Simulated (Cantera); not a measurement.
A perfectly stirred reactor is fed with 12.5 % CH4, 3.24 % CO, 17.7 % O2, 66.6 % N2, equivalence ratio 1.5, at 750 Torr; it is adiabatic with a 600 K inlet, and is followed from long to short residence time, starting on the burning branch (τ in s: 0.18, 0.088, 0.043, 0.021, 0.01, 0.0051, 0.0025, 0.0012, 0.0006, 0.00029, 0.00014, 7.1e-05).

Model: GRI-Mech 3.0 (53 species, 325 reactions), integrated in Cantera.

Q: Predict: blow-out, bracketed by the residence times tried; x(CH4) at τ = 0.180 s; x(CO) at τ = 0.180 s; x(O2) at τ = 0.180 s; x(HO2) at τ = 0.180 s; x(H2) at τ = 0.180 s; x(CH4) at τ = 2.50 ms; x(CO) at τ = 2.50 ms; x(O2) at τ = 2.50 ms; x(HO2) at τ = 2.50 ms; x(H2) at τ = 2.50 ms.

A: 
| Quantity | Result |
|---|---|
| blow-out, bracketed by the residence times tried | burning at 0.290 ms, out at 0.140 ms |
| x(CH4) at τ = 0.180 s | 3.90e-5 |
| x(CO) at τ = 0.180 s | 0.0982 |
| x(O2) at τ = 0.180 s | 4.41e-5 |
| x(HO2) at τ = 0.180 s | 1.08e-8 |
| x(H2) at τ = 0.180 s | 0.0662 |
| x(CH4) at τ = 2.50 ms | 0.000353 |
| x(CO) at τ = 2.50 ms | 0.0977 |
| x(O2) at τ = 2.50 ms | 0.00101 |
| x(HO2) at τ = 2.50 ms | 3.00e-7 |
| x(H2) at τ = 2.50 ms | 0.0646 |
